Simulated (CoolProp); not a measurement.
Vapour-liquid equilibrium of R22 (1) + benzene (2) at 51.15 °C; x and y are mole fractions of (1).

Model: multi-fluid Helmholtz-energy mixture model, Kamei 1995 and Thol 2012; pair parameters Bell 2016, in CoolProp.

### Question
Give the bubble pressure and the first vapour's composition at x = 0.05, 0.5, 0.8. Is there an azeotrope?

### Answer
x = 0.05: 0.1453 MPa, y = 0.742; x = 0.5: 0.9259 MPa, y = 0.969; x = 0.8: 1.514 MPa, y = 0.989. No azeotrope shows between x = 0.05 and 0.95.

Pair parameters are fitted to limited data, so mixtures are less certain than the pure fluids. The gap from Raoult's law changes sign with composition, which may be real or a fault of the pair parameters; it wasn't checked against measurements.
